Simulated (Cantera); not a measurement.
A closed system holds: 1 mol N2O, 1.5 mol O2, at 875 °C and 1.00 bar.

Method: chemical equilibrium by Gibbs-energy minimisation in Cantera with the NASA 1993 tables (ideal gas, pure condensed phases). The numbers say what is thermodynamically allowed, not how fast it happens.

Base state: O2 0.667, N2 0.333, NO 0.000150 (mole fractions); condensed: gas only.

**Question.** What changes in the equilibrium state with this change: N2O replaced by SO2?

**Answer.** 
| species | before | after |
|---|---|---|
| O2 | 0.667 | 0.580 |
| SO2 | 0 | 0.322 |
| SO3 | 0 | 0.0979 |
| N2 | 0.333 | 0 |
| NO | 0.000150 | 0 |
Further candidate phases: S.
